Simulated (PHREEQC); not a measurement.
A solution holds 0.017 mol Fe2(SO4)3 and 0.045 mol MnCl2 per kg of water, at 20 °C. Closed to the air; pH follows from the charge balance.

Computed with PHREEQC (ion-association model, wateq4f.dat).

**Question.** The ionic strength comes out as 0.188 mol/kgw. What activity coefficients do FeOH+2, FeHSO4+2, Cl-, MnCl3-, HSO4- get?

**Answer.** FeOH+2 0.31, FeHSO4+2 0.32, Cl- 0.72, MnCl3- 0.74, HSO4- 0.73.

No solid was allowed to form. The solution is supersaturated, for example in Hematite (slow to form), Goethite (slow to form), so a real one may precipitate; this is no full list.
